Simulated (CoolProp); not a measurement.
A single-stage vapour-compression cycle with R1233zd(E): evaporating at 290.15 K (dew point), condensing at 359.15 K (bubble point), superheat 10 K, subcooling 0 K, compressor efficiency 0.9, no pressure losses. Each further row changes one setting.

Values from CoolProp's reference Helmholtz-energy equation of state, Akasaka 2022.

| case | cooling COP | pressure ratio | discharge temperature (K) | refrigerating effect (kJ/kg) | volumetric capacity (kJ/m³) |
|---|---|---|---|---|---|
| as stated | [?] | 7.83 | 365.3 | 116 | 613 |
| evaporating temperature 295.15 K | 3.00 | 6.50 | [?] | 120 | [?] |
| condensing temperature 354.15 K | 2.99 | 6.95 | 360.9 | 123 | 648 |
| subcooling 5 K | [?] | 7.83 | 365.3 | 123 | 648 |
| superheat 20 K | 2.73 | 7.83 | 375.3 | 124 | 632 |
| compressor efficiency 0.8 | 2.36 | 7.83 | 370.8 | 116 | 613 |

Problem. Some entries are withheld; supply them.

Solution. 
- as stated, cooling COP: 2.66
- evaporating temperature 295.15 K, discharge temperature (K): 365.0
- evaporating temperature 295.15 K, volumetric capacity (kJ/m³): 752
- subcooling 5 K, cooling COP: 2.81
